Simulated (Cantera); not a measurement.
Counterflow diffusion flame

A counterflow diffusion flame at 480 Torr, nozzles 20 mm apart: fuel side 47.4 % CO, 5.21 % H₂, 47.4 % CH₄ at 400 K, oxidiser side 23.0 % O₂, 77.0 % N₂ at 500 K, fuel mass flux 1.1 times the oxidiser's; mixture-averaged transport, no radiation.

Cantera simulation using GRI-Mech 3.0 (53 species, 325 reactions); the numbers are that mechanism's predictions, not measurements. GRI-Mech 3.0 has no aromatics or soot, which form on the fuel side of real flames. The maximum strain rate includes the flame's own expansion and is several times the mean. A flux with no burning solution from the previous one only brackets extinction.

| oxidiser flux (kg/m²/s) | max strain (1/s) | mean strain (1/s) | T max (K) | peak x OH | peak x H | peak x NO | peak x CO | peak x C₂H₂ |
|---|---|---|---|---|---|---|---|---|
| 0.38 | 422 | 94.4 | 2105 | 0.00997 | 0.00758 | 0.000223 | 0.474 | 0.00995 |
| 0.58 | 620 | 144 | 2079 | 0.00961 | 0.00795 | 0.000186 | 0.474 | 0.00941 |
| 0.87 | 902 | 216 | 2054 | 0.00922 | 0.00826 | 0.000150 | 0.474 | 0.00876 |
| 1.3 | 1310 | 323 | 2025 | 0.00872 | 0.00841 | 0.000113 | 0.474 | 0.00786 |
| 2 | 1960 | 497 | 1982 | 0.00788 | 0.00823 | 7.33e-5 | 0.474 | 0.00641 |
| 3 | 2850 | 745 | 1921 | 0.00664 | 0.00743 | 3.78e-5 | 0.474 | 0.00443 |
x: mole fraction; the columns are a selection and need not sum to one.

At the next flux tried, 4.5 kg/m²/s, no burning solution was found from the previous one.
